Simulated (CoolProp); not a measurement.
Ethane at 293.15 K and 5.56 MPa flows at 0.29 m/s in a round tube of 50 mm bore and 1.5 µm roughness, fully developed (64/Re and Nu = 3.66 if laminar; Colebrook and Gnielinski if turbulent). Each further row changes one setting.

Model: reference Helmholtz-energy equation of state, Bücker 2006, in CoolProp.

```csv
case,Reynolds number,Darcy friction factor,pressure drop (Pa/m),heat-transfer coefficient (W/(m² K)),mass flow (kg/h)
as stated,110000,0.0178,[?],641,749
velocity 0.58 m/s,220000,0.0156,[?],[?],1500
diameter 100 mm,220000,[?],2.38,[?],3000
```

Question: Fill in the missing entries.

Answer: 
- as stated, pressure drop (Pa/m): 5.48
- velocity 0.58 m/s, pressure drop (Pa/m): 19.2
- velocity 0.58 m/s, heat-transfer coefficient (W/(m² K)): 1150
- diameter 100 mm, Darcy friction factor: 0.0155
- diameter 100 mm, heat-transfer coefficient (W/(m² K)): 572

Viscosity comes from a separate model (Friend 1991). Thermal conductivity comes from a separate model (Friend 1991).
